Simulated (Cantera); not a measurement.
**Equilibrium for nitride etching: AlN + O2 + N2**

Charge: 1 mol AlN, 0.13 mol O2, 69 mol N2, at 900 K and 0.133 bar.

Equilibrium computed with Cantera from the NASA thermochemical tables; the gas is ideal and each condensed phase is pure. Candidate condensed phases: Al, AlN, Al2O3; 16 gas species. Kinetics and transport are ignored.

| Quantity | Result |
|---|---|
| x(N2) | 1.00 |
| n(AlN(s)) | 0.827 mol |
| n(Al2O3(s)) | 0.0867 mol |
| gas amount | 69.09 mol |
| log10 activity of Al(s) (absent) | -12.52 |
